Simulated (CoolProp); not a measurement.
Properties of methane along the isotherm -63.95 °C.

The numbers come from the reference Helmholtz-energy equation of state, Setzmann 1991 in CoolProp.

```csv
p (MPa),phase,cv (kJ/(kg K)),conductivity (mW/(m K)),Prandtl number
1.44,gas,1.629,24.4,0.811
2.87,gas,1.698,26.8,0.923
4.31,gas,1.791,31.1,1.15
5.75,supercritical,1.921,40.3,1.72
7.19,supercritical,2.025,58.4,2.81
8.62,supercritical,1.945,68.0,2.40
10.1,supercritical,[?],74.3,2.00
11.5,supercritical,1.870,[?],[?]
12.9,supercritical,[?],83.2,1.69
14.4,supercritical,1.850,87.1,1.61
15.8,supercritical,1.846,90.4,1.55
17.2,supercritical,1.844,93.4,1.51
18.7,supercritical,1.844,[?],1.48
20.1,supercritical,1.844,99.0,[?]
21.6,supercritical,[?],102,1.44
23,supercritical,1.847,104,1.42
```

Q: Complete the blanks.

A: 
- 10.1, cv (kJ/(kg K)): 1.894
- 11.5, conductivity (mW/(m K)): 79.1
- 11.5, Prandtl number: 1.80
- 12.9, cv (kJ/(kg K)): 1.857
- 18.7, conductivity (mW/(m K)): 96.4
- 20.1, Prandtl number: 1.46
- 21.6, cv (kJ/(kg K)): 1.845

Viscosity comes from a separate model (Quiñones-Cisneros 2006). Thermal conductivity comes from a separate model (Friend 1989).
